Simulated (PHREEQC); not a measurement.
Solution (70 °C): 2.2 mmol/kgw HF, 6.8 mmol/kgw NaOH and 0.046 mmol/kgw NaCl. Closed to the air; pH follows from the charge balance.

Computed with PHREEQC (ion-association model, phreeqc.dat).

| quantity | before | after |
|---|---|---|
| pH | 10.41 | 10.58 |
| ionic strength (mol/kgw) | 0.00684 | 0.00685 |
| SI of Halite (NaCl) | -8.19 | -8.19 |

### Question
Name the change that produced these shifts.
A. NaOH left out
B. HF left out
C. NaCl from 4.6e-05 to 0.00023 mol/kgw
D. NaOH replaced by NaH2PO4 at the same molality
E. temperature from 70 to 75 °C

### Answer
B, HF left out

Precipitation was switched off in this run. At this temperature some constants are extrapolated from 25 °C, and those without enthalpy data are left unchanged.
